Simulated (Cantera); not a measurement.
**Adiabatic ignition**

An adiabatic, constant-pressure homogeneous reactor starts with CO : H₂ : O₂ : N₂ = 1 : 0.079 : 0.225 : 0.845 (molar parts), at 1473 K and 28.0 bar.

Cantera simulation using GRI-Mech 3.0 (53 species, 325 reactions); the numbers are that mechanism's predictions, not measurements. The hydrogen kinetics of GRI-Mech 3.0 are dated; newer H2 mechanisms differ, most at raised pressure. The pressure lies above the range GRI-Mech 3.0 was tuned for (to about 10 atm).

| t (s) | T (K) | x CO | x H₂ | x O₂ | x NO | x CO₂ |
|---|---|---|---|---|---|---|
| 3.00e-6 | 2553 | 0.347 | 0.00690 | 0.0148 | 0.000114 | 0.154 |
| 1.04e-5 | 2942 | 0.323 | 0.00700 | 0.00167 | 0.000552 | 0.193 |
| 3.60e-5 | 2957 | 0.322 | 0.00706 | 0.00105 | 0.00103 | 0.195 |
| 0.000125 | 2952 | 0.323 | 0.00710 | 0.000999 | 0.00190 | 0.194 |
| 0.000433 | 2949 | 0.323 | 0.00712 | 0.000978 | 0.00228 | 0.194 |
| 0.00150 | 2949 | 0.323 | 0.00713 | 0.000977 | 0.00228 | 0.194 |
| 0.00520 | 2949 | 0.323 | 0.00713 | 0.000977 | 0.00228 | 0.194 |
| 0.0180 | 2949 | 0.323 | 0.00713 | 0.000977 | 0.00228 | 0.194 |
| 0.0624 | 2949 | 0.323 | 0.00713 | 0.000977 | 0.00228 | 0.194 |
| 0.216 | 2949 | 0.323 | 0.00713 | 0.000977 | 0.00228 | 0.194 |
| 0.749 | 2949 | 0.323 | 0.00713 | 0.000977 | 0.00228 | 0.194 |
| 2.60 | 2949 | 0.323 | 0.00713 | 0.000977 | 0.00228 | 0.194 |
| 9.00 | 2949 | 0.323 | 0.00713 | 0.000977 | 0.00228 | 0.194 |
x: mole fraction; the columns are a selection and need not sum to one.

```
Quantity                                                               Value
---------------------------------  -----------------------------------------
time of steepest temperature rise                                    2.08 µs
temperature at 9.00 s                                                 2949 K
equilibrium temperature                                               2949 K
x(CO) at 9.00 s                          0.323 (gas-phase equilibrium 0.323)
x(H₂) at 9.00 s                      0.00713 (gas-phase equilibrium 0.00713)
x(O₂) at 9.00 s                    0.000977 (gas-phase equilibrium 0.000977)
```
